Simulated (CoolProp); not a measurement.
Hexamethyldisiloxane (MM) along the isobar 2.58 MPa: Z from the reference equation and from simpler models built on Tc = 245.6 °C, pc = 1.931 MPa, ω = 0.418; each cubic takes its own stable root.

Values from CoolProp's reference Helmholtz-energy equation of state, Thol 2016.

| T (°C) | phase | reference |
|---|---|---|
| 181.65 | liquid | 0.1923 |
| 186.65 | liquid | 0.1928 |
| 191.65 | liquid | 0.1935 |
| 196.65 | liquid | 0.1944 |
| 201.65 | liquid | 0.1955 |
| 206.75 | liquid | 0.1969 |
| 211.75 | liquid | 0.1985 |
| 216.75 | liquid | 0.2004 |
| 221.75 | liquid | 0.2027 |
| 226.75 | liquid | 0.2056 |
| 231.85 | liquid | 0.2091 |
| 236.85 | liquid | 0.2135 |

**Question.** How far does each simpler model (van der Waals, Redlich-Kwong, Soave-Redlich-Kwong, Peng-Robinson) lie from the reference over these 12 states: mean and median of the absolute difference, and the worst?

**Answer.** 
- van der Waals: mean 52.9 %, median 53.4 %, worst +55.7 % at 181.65 °C and 2.58 MPa
- Redlich-Kwong: mean 17.8 %, median 17.7 %, worst +20.1 % at 236.85 °C and 2.58 MPa
- Soave-Redlich-Kwong: mean 12.5 %, median 12.0 %, worst +17.6 % at 236.85 °C and 2.58 MPa
- Peng-Robinson: mean 2.4 %, median 2.3 %, worst +5.5 % at 236.85 °C and 2.58 MPa
